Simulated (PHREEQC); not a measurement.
Solution (20 °C): 43 mmol/kgw Cu(NO3)2 and 0.092 mmol/kgw HNO3. Closed to the air; pH follows from the charge balance.

All values are PHREEQC results (ion-association model, phreeqc.dat), not measurements.

### Question
The ionic strength comes out as 0.129 mol/kgw. What activity coefficients do CuOH+, H+, NO3-, Cu2(OH)2+2, Cu+2 get?

### Answer
CuOH+ 0.75, H+ 0.82, NO3- 0.73, Cu2(OH)2+2 0.35, Cu+2 0.37.

No solid was allowed to form. Species that the database lacks are ignored.
